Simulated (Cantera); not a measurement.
Source: NASA polynomial tables (part measured, part estimated), evaluated in Cantera. Values are per mole of reaction as written; species without (g) are pure solids or liquids, kept so even where they would boil at 1 bar.

MgI2 → Mg(g) + I2, with ΔH° = 514.1 kJ and ΔS° = 135.1 J/K at 300 K.

How far is the shortcut ΔG° ≈ ΔH°(300 K) − T·ΔS°(300 K) from the full temperature-dependent value at 375, 400, 425, 450, 475, 500, 525, 550, 575, 600 K?


```
T (K)  shortcut (kJ)  full (kJ)  difference (kJ)  difference in log10 K  condensed phases
-----  -------------  ---------  ---------------  ---------------------  ----------------
375            463.4      463.4              0.0                   0.00    MgI2(s), I2(s)
400            460.0      459.5              0.6                  -0.07    MgI2(s), I2(l)
425            456.6      455.0              1.6                  -0.20    MgI2(s), I2(l)
450            453.3      450.6              2.7                  -0.31    MgI2(s), I2(l)
475            449.9      446.1              3.8                  -0.42    MgI2(s), I2(l)
500            446.5      441.5              5.0                  -0.52    MgI2(s), I2(l)
525            443.1      437.0              6.1                  -0.61    MgI2(s), I2(l)
550            439.8      432.4              7.3                  -0.70    MgI2(s), I2(l)
575            436.4      427.8              8.5                  -0.78    MgI2(s), I2(l)
600            433.0      423.2              9.8                  -0.85    MgI2(s), I2(l)
```
The shortcut ignores heat capacities and the phase changes listed.
